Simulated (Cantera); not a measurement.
Hydrocarbon pyrolysis for carbon deposition

An isothermal, constant-pressure homogeneous reactor starts with 15.4 % CH4, 84.6 % H2, at 1600 K and 0.109 atm.

Detailed kinetics in Cantera: GRI-Mech 3.0 (53 species, 325 reactions). GRI-Mech 3.0 stops at C3 and has no aromatics, soot or wall deposition, so with more carbon than oxygen in the feed, carbon stays in small species such as C2H2 where larger ones or solid carbon would form.

```
t (s)       x CH4   x H2     x CH2     x C2H     x CH3    x C2H4       x H
--------  -------  -----  --------  --------  --------  --------  --------
0.000300    0.154  0.846  3.00e-10    <1e-12   3.23e-5   3.53e-8   8.86e-6
0.00116     0.154  0.846   4.18e-9    <1e-12  0.000121   2.14e-6   3.28e-5
0.00452     0.153  0.846   3.02e-8  4.46e-12  0.000331   9.55e-5   9.04e-5
0.0175      0.151  0.848   4.25e-8  2.86e-10  0.000393  0.000563  0.000109
0.0681      0.141  0.853   4.07e-8   2.11e-9  0.000371  0.000644  0.000111
0.264       0.112  0.870   3.52e-8   7.96e-9  0.000306  0.000577  0.000117
1.03       0.0591  0.900   2.30e-8   2.01e-8  0.000177  0.000565  0.000133
3.98       0.0193  0.922   9.65e-9   3.18e-8   6.44e-5  0.000659  0.000151
15.5      0.00815  0.928   4.50e-9   3.58e-8   2.83e-5  0.000705  0.000159
60.0      0.00760  0.929   4.22e-9   3.60e-8   2.64e-5  0.000707  0.000159
```
x: mole fraction; the columns are a selection and need not sum to one.

Equilibrium at this temperature and pressure: CH4 0.00760, H2 0.929, CH2 4.22e-9, C2H 3.60e-8, CH3 2.64e-5, C2H4 0.000707, H 0.000159 (gas phase only).
